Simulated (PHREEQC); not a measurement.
A solution holds 0.11 mol Pb(NO3)2 and 0.0024 mol KBr per kg of water, at 20 °C. Closed to the air; pH follows from the charge balance.

The numbers come from PHREEQC with the ion-association model, phreeqc.dat.

| quantity | before | after |
|---|---|---|
| pH | 4.32 | 7.08 |
| ionic strength (mol/kgw) | 0.239 | 0.00240 |
| Br- (mol/kgw) | 0.00123 | 0.00240 |

### Question
What was changed between the two runs?
A. diluted 100-fold with water
B. 0.067 mol/kgw H2SO4 added
C. Pb(NO3)2 from 0.11 to 0.011 mol/kgw
D. Pb(NO3)2 from 0.11 to 0.22 mol/kgw
E. Pb(NO3)2 left out

### Answer
E, Pb(NO3)2 left out

No solid was allowed to form.
